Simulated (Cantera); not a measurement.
Cantera run, input and output.

```python
import numpy as np
import cantera as ct

gas = ct.Solution("gri30.yaml")
gas.TPX = 1400, 500, {'H2': 0.43, 'O2': 1}
reactor = ct.IdealGasConstPressureReactor(gas, energy="off", clone=False)
net = ct.ReactorNet([reactor])
net.rtol, net.atol = 1e-08, 1e-18
show = ['H2', 'O2', 'H2O2', 'HO2', 'H']
times = np.geomspace(0.0005, 7, 11)

steps = ct.SolutionArray(gas, extra=["t"])
rows = []
print(f"{'t/s':>10s}{'T/K':>9s}{'P/Pa':>11s}" + "".join(f"{s:>11s}" for s in show))
for t in times:
    while net.time < t:
        t_next = net.step()
        steps.append(gas.state, t=t_next)
    rows.append([np.interp(t, steps.t, y) for y in (steps.T, steps.P, *steps(*show).X.T)])
    print(f"{t:10.3e}{rows[-1][0]:9.1f}{rows[-1][1]:11.4g}" + "".join(f"{x:11.3e}" for x in rows[-1][2:]))
rate = np.gradient(steps.T, steps.t)
print("integrator steps:", len(steps.t))
if steps.T.max() > steps.T[0] + 200:
    print(f"time of steepest temperature rise: {steps.t[rate.argmax()]:.4e} s")
gas.TPX = 1400, 500, {'H2': 0.43, 'O2': 1}
gas.equilibrate("TP")
print(f"equilibrium (TP): T = {gas.T:.1f} K  " + "  ".join(f"{s} {gas[s].X[0]:.3e}" for s in show))
```

It prints:

```
       t/s      T/K       P/Pa         H2         O2       H2O2        HO2          H
 5.000e-04   1400.0        500  3.006e-01  6.993e-01  8.847e-09  9.127e-07  2.849e-05
 1.299e-03   1400.0        500  1.185e-01  5.980e-01  1.275e-07  1.925e-06  8.075e-02
 3.374e-03   1400.0        500  2.057e-02  5.295e-01  1.079e-07  2.310e-06  1.060e-01
 8.766e-03   1400.0        500  2.011e-02  5.342e-01  1.110e-07  2.360e-06  1.002e-01
 2.277e-02   1400.0        500  1.881e-02  5.460e-01  1.184e-07  2.481e-06  8.612e-02
 5.916e-02   1400.0        500  1.518e-02  5.721e-01  1.324e-07  2.719e-06  5.622e-02
 1.537e-01   1400.0        500  7.507e-03  6.126e-01  1.323e-07  2.784e-06  1.713e-02
 3.993e-01   1400.0        500  1.519e-03  6.385e-01  7.592e-08  1.643e-06  1.460e-03
 1.037e+00   1400.0        500  2.119e-04  6.444e-01  2.815e-08  4.488e-07  7.523e-05
 2.695e+00   1400.0        500  3.812e-05  6.455e-01  1.014e-08  1.284e-07  5.736e-06
 7.000e+00   1400.0        500  9.456e-06  6.458e-01  4.145e-09  8.268e-08  7.097e-07
integrator steps: 1407
equilibrium (TP): T = 1400.0 K  H2 2.831e-06  O2 6.460e-01  H2O2 2.248e-09  HO2 1.050e-07  H 1.165e-07
```

Model: GRI-Mech 3.0 (53 species, 325 reactions), integrated in Cantera. Radical loss at walls, strong at low pressure, is not modelled. The temperature is held fixed by assumption; the heat of reaction is taken as removed at once.
